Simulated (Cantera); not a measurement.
# Equilibrium for iron carbonyl, mercury and lead vapours: Pb + CO + N2

Charge: 1 mol Pb, 1.4 mol CO, 27 mol N2, at 13.3 mbar.

Method: chemical equilibrium by Gibbs-energy minimisation in Cantera with the NASA 1993 tables (ideal gas, pure condensed phases). Candidate condensed phases: C, Pb, PbO, PbO2, Pb3O4; 27 gas species. Equilibrium is a limit: real reactors are often held back by kinetics, nucleation or transport.

```json
[
 {"T (K)": "700", "log p N2": "-1.89", "log p CO": "-3.63", "log p Pb": "-8.95", "log p CO2": "-3.66", "log p Pb2": "<-13", "n C(graphite)": "0.456", "n Pb(l)": "1.000"},
 {"T (K)": "750", "log p N2": "-1.89", "log p CO": "-3.35", "log p Pb": "-8.02", "log p CO2": "-3.96", "log p Pb2": "<-13", "n C(graphite)": "0.231", "n Pb(l)": "1.000"},
 {"T (K)": "800", "log p N2": "-1.90", "log p CO": "-3.23", "log p Pb": "-7.21", "log p CO2": "-4.46", "log p Pb2": "<-13", "n C(graphite)": "0.0731", "n Pb(l)": "1.000"},
 {"T (K)": "850", "log p N2": "-1.90", "log p CO": "-3.19", "log p Pb": "-6.50", "log p CO2": "-5.05", "log p Pb2": "-13.15", "n C(graphite)": "0.0188", "n Pb(l)": "0.999"},
 {"T (K)": "900", "log p N2": "-1.90", "log p CO": "-3.19", "log p Pb": "-5.86", "log p CO2": "-5.62", "log p Pb2": "-12.09", "n C(graphite)": "0.00506", "n Pb(l)": "0.997"},
 {"T (K)": "950", "log p N2": "-1.90", "log p CO": "-3.18", "log p Pb": "-5.30", "log p CO2": "-6.14", "log p Pb2": "-11.14", "n C(graphite)": "0.00153", "n Pb(l)": "0.989"},
 {"T (K)": "1000", "log p N2": "-1.90", "log p CO": "-3.18", "log p Pb": "-4.79", "log p CO2": "-6.61", "log p Pb2": "-10.29", "n C(graphite)": "0.000521", "n Pb(l)": "0.965"},
 {"T (K)": "1050", "log p N2": "-1.90", "log p CO": "-3.18", "log p Pb": "-4.33", "log p CO2": "-7.04", "log p Pb2": "-9.53", "n C(graphite)": "0.000196", "n Pb(l)": "0.901"},
 {"T (K)": "1100", "log p N2": "-1.90", "log p CO": "-3.19", "log p Pb": "-3.92", "log p CO2": "-7.43", "log p Pb2": "-8.83", "n C(graphite)": "0", "n Pb(l)": "0.740"},
 {"T (K)": "1150", "log p N2": "-1.91", "log p CO": "-3.19", "log p Pb": "-3.54", "log p CO2": "-7.79", "log p Pb2": "-8.20", "n C(graphite)": "0", "n Pb(l)": "0.369"},
 {"T (K)": "1200", "log p N2": "-1.91", "log p CO": "-3.20", "log p Pb": "-3.34", "log p CO2": "-8.12", "log p Pb2": "-7.92", "n C(graphite)": "0", "n Pb(l)": "0"},
 {"T (K)": "1250", "log p N2": "-1.91", "log p CO": "-3.20", "log p Pb": "-3.34", "log p CO2": "-8.41", "log p Pb2": "-8.03", "n C(graphite)": "0", "n Pb(l)": "0"},
 {"T (K)": "1300", "log p N2": "-1.91", "log p CO": "-3.20", "log p Pb": "-3.34", "log p CO2": "-8.68", "log p Pb2": "-8.13", "n C(graphite)": "0", "n Pb(l)": "0"}
]
```
log p: log10 of the partial pressure in bar; n: condensed amount in mol.

From 700 K to 1050 K the condensed part is C(graphite) + Pb(l). From 1100 K to 1150 K the condensed part is Pb(l). From 1200 K to 1300 K nothing is condensed. The main Pb-bearing gas is Pb throughout.
